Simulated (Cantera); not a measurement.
Feed: 1 mol Al2O3, 2.2 mol H2O, 0.044 mol N2, held at 1.60 bar.

Equilibrium computed with Cantera from the NASA thermochemical tables; the gas is ideal and each condensed phase is pure. Candidate condensed phases: Al, AlN, Al2O3, H2O; 35 gas species. Equilibrium is a limit: real reactors are often held back by kinetics, nucleation or transport. All values below are at 1198 K.

Base state: H2O 0.980, N2 0.0196 (mole fractions); condensed: Al2O3(s).

### Question
What changes in the equilibrium state with this change: Al2O3 replaced by B?

### Answer
```json
[
 {"species": "H2", "before": "5.75e-6", "after": "0.669"},
 {"species": "H2O", "before": "0.980", "after": "0.308"},
 {"species": "N2", "before": "0.0196", "after": "0.0196"},
 {"species": "(HBO2)3", "before": "0", "after": "0.00255"},
 {"species": "HBO2", "before": "0", "after": "0.000355"},
 {"species": "NH3", "before": "<1e-9", "after": "2.37e-5"},
 {"species": "Al2O3(s), mol", "before": "1.00", "after": "0"},
 {"species": "B2O3(l), mol", "before": "0", "after": "0.491"}
]
```
Gases not in the tables: H3BO3. Further candidate phases: B, BN, B2O3, B3O3H3.
